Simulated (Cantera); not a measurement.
An isothermal, constant-pressure homogeneous reactor starts with NO : N2 = 1 : 2.5 (molar parts), at 1648 K and 1.00 bar. Integrator tolerance rtol = 1e-08.

Cantera simulation using GRI-Mech 3.0 (53 species, 325 reactions); the numbers are that mechanism's predictions, not measurements.

Question: What does this change do: 0.15 parts H2O added?

Answer: 
```csv
quantity,before,after
x(NO) at 10.0 s,0.217 (gas-phase equilibrium 0.00203),0.210 (gas-phase equilibrium 0.00195)
x(N2) at 10.0 s,0.748 (gas-phase equilibrium 0.856),0.717 (gas-phase equilibrium 0.821)
x(N2O) at 10.0 s,1.78e-5 (gas-phase equilibrium 1.25e-7),1.37e-5 (gas-phase equilibrium 1.18e-7)
x(O2) at 10.0 s,0.0339 (gas-phase equilibrium 0.142),0.0316 (gas-phase equilibrium 0.136)
x(NO2) at 10.0 s,0.000316 (gas-phase equilibrium 5.93e-6),0.000293 (gas-phase equilibrium 5.57e-6)
x(O) at 10.0 s,4.85e-6 (gas-phase equilibrium 9.59e-6),4.64e-6 (gas-phase equilibrium 9.39e-6)
```
